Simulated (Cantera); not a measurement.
Feed: 1 mol SiCl₄, 1.3 mol HCl, 7.8 mol H₂, at 1600 K and 0.430 bar.

Method: chemical equilibrium by Gibbs-energy minimisation in Cantera with the NASA 1993 tables (ideal gas, pure condensed phases). Candidate condensed phases: Si; 19 gas species. The tables' values for SiCl₃ are old estimates; treat these amounts as uncertain. Equilibrium is a limit: real reactors are often held back by kinetics, nucleation or transport.

**Question.** What is the equilibrium state?

**Answer.** 
| Item | Value |
|---|---|
| x(H₂) | 0.648 |
| x(HCl) | 0.259 |
| x(SiCl₂) | 0.0588 |
| x(SiCl₃) | 0.0169 |
| x(SiCl₄) | 0.0120 |
| x(SiHCl₃) | 0.00434 |
| x(SiH₂Cl₂) | 0.000262 |
| x(H) | 6.68e-5 |
| x(Cl) | 2.11e-5 |
| gas amount | 10.83 mol |
| log10 activity of Si(s) (absent) | -0.78 |
